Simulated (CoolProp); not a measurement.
Properties of C2F6 (R116) along the isobar 4240 kPa (Tc = 19.9 °C, pc = 3048 kPa, ω = 0.257).

Model: reference Helmholtz-energy equation of state, Lemmon 2006, in CoolProp. It is a short technical equation, of lower accuracy than the large ones.

| T (°C) | phase | isothermal compressibility (1/MPa) | conductivity (mW/(m K)) |
|---|---|---|---|
| -79.75 | liquid | 0.002576 | 78.9 |
| -65.65 | liquid | 0.003282 | 73.5 |
| -51.65 | liquid | 0.004289 | 68.3 |
| -37.55 | liquid | 0.005832 | 63.2 |
| -23.45 | liquid | 0.008375 | 58.0 |
| -9.35 | liquid | 0.01311 | 52.7 |
| 4.75 | liquid | 0.02399 | 47.0 |
| 18.85 | liquid | 0.06347 | 40.7 |
| 32.95 | supercritical | 0.5518 | 34.0 |
| 47.05 | supercritical | 0.5002 | 25.7 |
| 61.15 | supercritical | 0.3804 | 23.4 |
| 75.25 | supercritical | 0.3319 | 22.9 |
| 89.25 | supercritical | 0.3054 | 23.2 |
| 103.35 | supercritical | 0.2884 | 23.7 |

Thermal conductivity comes from a separate model (Huber 2003), an estimate that may be off by 10 % or more.
